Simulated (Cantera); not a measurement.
**Ti + CH4 (titanium nitride, carbide and oxide coatings)**

Feed: 1 mol Ti, 8.4 mol CH4, held at 75.0 Torr.

Cantera equilibrium calculation (NASA polynomials, part measured and part estimated; ideal gas, pure solids and liquids). Candidate condensed phases: C, C6H6, C7H8, C8H18, Ti, TiC; 77 gas species. TiC: taken at fixed stoichiometry. Equilibrium is a limit: real reactors are often held back by kinetics, nucleation or transport.

From 875 °C to 1975 °C the condensed part is C(graphite) + TiC(s).

| T (°C) | log p H2 | log p H | log p C2H2 (acetylene) | log p CH4 | log p CH3 | log p C4H2 | n C(graphite) | n TiC(s) |
|---|---|---|---|---|---|---|---|---|
| 875 | -1.00 | -7.65 | -8.43 | -3.63 | -9.00 | <-13 | 7.36 | 1.00 |
| 975 | -1.00 | -6.83 | -7.61 | -3.95 | -8.50 | <-13 | 7.38 | 1.00 |
| 1075 | -1.00 | -6.14 | -6.92 | -4.23 | -8.07 | <-13 | 7.39 | 1.00 |
| 1175 | -1.00 | -5.54 | -6.32 | -4.48 | -7.71 | -12.07 | 7.39 | 1.00 |
| 1275 | -1.00 | -5.01 | -5.80 | -4.69 | -7.39 | -11.02 | 7.40 | 1.00 |
| 1375 | -1.00 | -4.55 | -5.35 | -4.87 | -7.11 | -10.11 | 7.40 | 1.00 |
| 1475 | -1.00 | -4.14 | -4.95 | -5.04 | -6.87 | -9.30 | 7.39 | 1.00 |
| 1575 | -1.00 | -3.78 | -4.59 | -5.18 | -6.65 | -8.58 | 7.39 | 1.00 |
| 1675 | -1.00 | -3.45 | -4.27 | -5.31 | -6.46 | -7.94 | 7.38 | 1.00 |
| 1775 | -1.00 | -3.15 | -3.98 | -5.43 | -6.29 | -7.36 | 7.36 | 1.00 |
| 1875 | -1.01 | -2.88 | -3.72 | -5.54 | -6.13 | -6.83 | 7.34 | 1.000 |
| 1975 | -1.01 | -2.64 | -3.49 | -5.65 | -6.00 | -6.36 | 7.29 | 1.000 |
log p: log10 of the partial pressure in bar; n: condensed amount in mol.
